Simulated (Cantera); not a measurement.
Cantera run, input and output.

```python
import numpy as np
import cantera as ct

gas = ct.Solution("gri30.yaml")
gas.TPX = 2075, 29000, {'CH4': 1, 'H2O': 0.94}
reactor = ct.IdealGasConstPressureReactor(gas, energy="off", clone=False)
net = ct.ReactorNet([reactor])
net.rtol, net.atol = 1e-08, 1e-18
show = ['CH4', 'H2O', 'CH2CO', 'C2H2', 'C2H4', 'O', 'CO2']
times = np.geomspace(0.0004, 100, 11)

steps = ct.SolutionArray(gas, extra=["t"])
rows = []
print(f"{'t/s':>10s}{'T/K':>9s}{'P/Pa':>11s}" + "".join(f"{s:>11s}" for s in show))
for t in times:
    while net.time < t:
        t_next = net.step()
        steps.append(gas.state, t=t_next)
    rows.append([np.interp(t, steps.t, y) for y in (steps.T, steps.P, *steps(*show).X.T)])
    print(f"{t:10.3e}{rows[-1][0]:9.1f}{rows[-1][1]:11.4g}" + "".join(f"{x:11.3e}" for x in rows[-1][2:]))
rate = np.gradient(steps.T, steps.t)
print("integrator steps:", len(steps.t))
if steps.T.max() > steps.T[0] + 200:
    print(f"time of steepest temperature rise: {steps.t[rate.argmax()]:.4e} s")
gas.TPX = 2075, 29000, {'CH4': 1, 'H2O': 0.94}
gas.equilibrate("TP")
print(f"equilibrium (TP): T = {gas.T:.1f} K  " + "  ".join(f"{s} {gas[s].X[0]:.3e}" for s in show))
```

It prints:

```
       t/s      T/K       P/Pa        CH4        H2O      CH2CO       C2H2       C2H4          O        CO2
 4.000e-04   2075.0    2.9e+04  6.000e-02  3.216e-01  2.512e-04  1.367e-01  1.626e-03  2.956e-07  4.162e-04
 1.386e-03   2075.0    2.9e+04  1.901e-02  2.724e-01  2.153e-04  1.364e-01  2.785e-04  3.305e-07  2.497e-03
 4.804e-03   2075.0    2.9e+04  1.199e-02  1.940e-01  1.144e-04  1.023e-01  1.474e-04  2.795e-07  5.645e-03
 1.665e-02   2075.0    2.9e+04  7.377e-03  1.014e-01  3.429e-05  5.762e-02  7.247e-05  1.765e-07  4.971e-03
 5.771e-02   2075.0    2.9e+04  3.287e-03  3.668e-02  5.999e-06  2.565e-02  2.808e-05  7.874e-08  2.233e-03
 2.000e-01   2075.0    2.9e+04  1.147e-03  8.347e-03  7.658e-07  1.159e-02  1.162e-05  2.026e-08  5.478e-04
 6.931e-01   2075.0    2.9e+04  3.179e-04  5.851e-04  8.128e-08  7.849e-03  7.622e-06  1.476e-09  3.912e-05
 2.402e+00   2075.0    2.9e+04  1.617e-04  1.882e-06  2.747e-08  7.619e-03  7.376e-06  5.058e-12  1.258e-07
 8.326e+00   2075.0    2.9e+04  1.615e-04  1.577e-06  2.743e-08  7.619e-03  7.376e-06  4.286e-12  1.054e-07
 2.885e+01   2075.0    2.9e+04  1.615e-04  1.577e-06  2.743e-08  7.619e-03  7.376e-06  4.286e-12  1.054e-07
 1.000e+02   2075.0    2.9e+04  1.615e-04  1.577e-06  2.743e-08  7.619e-03  7.376e-06  4.286e-12  1.054e-07
integrator steps: 1747
equilibrium (TP): T = 2075.0 K  CH4 1.616e-04  H2O 1.584e-06  CH2CO 2.745e-08  C2H2 7.619e-03  C2H4 7.376e-06  O 4.307e-12  CO2 1.059e-07
```

Cantera simulation using GRI-Mech 3.0 (53 species, 325 reactions); the numbers are that mechanism's predictions, not measurements.
